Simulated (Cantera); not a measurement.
A freely propagating, adiabatic, planar premixed flame of 2.48 % C₃H₈, 16.3 % O₂, 61.3 % N₂, 19.9 % H₂O, equivalence ratio 0.76, unburnt at 325 K and 11000 Pa; multicomponent transport, grid criteria slope 0.08 and curve 0.16, no radiation.

Model: GRI-Mech 3.0 (53 species, 325 reactions), integrated in Cantera. GRI-Mech 3.0 was tuned for natural gas; its chemistry of propane as a main component is partial and can be far from experiment. Burning velocities carry a grid error of a few per cent, more on coarse grids.

### Question
Predict: laminar burning velocity; thermal thickness; peak x(CH₂CO); peak x(CH₄); peak x(OH).

### Answer
```json
{
  "laminar_burning_velocity": "31.5 cm/s",
  "thermal_thickness": "4.57 mm",
  "peak x(CH₂CO)": "0.000475",
  "peak x(CH₄)": "0.00143",
  "peak x(OH)": "0.00456"
}
```
